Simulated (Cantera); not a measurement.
Feed: 1 mol HMDSO, 1.6 mol CO2, 0.83 mol H2, at 1.30 mbar.

Equilibrium computed with Cantera from the NASA thermochemical tables; the gas is ideal and each condensed phase is pure. Candidate condensed phases: C, C6H6, C7H8, C8H18, H2O, Si, SiC, SiO2; 123 gas species. The feed counts by its element totals alone. The numbers say what is thermodynamically allowed, not how fast it happens. All values below are at 725 K.

Base state: H2 0.974, CO 0.0155, CH4 0.00633, H2O 0.00377, CO2 0.000451 (mole fractions); condensed: C(graphite) + SiO2(α-quartz).

Problem. What changes in the equilibrium state with this change: CO2 from 1.6 to 0.99 mol?

Solution. 
| species | before | after |
|---|---|---|
| H2 | 0.974 | 0.993 |
| CH4 | 0.00633 | 0.00658 |
| CO | 0.0155 | <1e-9 |
| H2O | 0.00377 | <1e-9 |
| CO2 | 0.000451 | <1e-9 |
| C(graphite), mol | 7.38 | 6.42 |
| SiO2(α-quartz), mol | 2.00 | 1.49 |
| SiC(s), mol | 0 | 0.510 |

Problem. What changes in the equilibrium state with this change: HMDSO replaced by SiH4?

Solution. 
```json
[
 {"species": "H2", "before": "0.974", "after": "0.729"},
 {"species": "CO", "before": "0.0155", "after": "0.176"},
 {"species": "CO2", "before": "0.000451", "after": "0.0586"},
 {"species": "H2O", "before": "0.00377", "after": "0.0322"},
 {"species": "CH4", "before": "0.00633", "after": "0.00355"},
 {"species": "C(graphite), mol", "before": "7.38", "after": "0.721"},
 {"species": "SiO2(α-quartz), mol", "before": "2.00", "after": "1.00"}
]
```
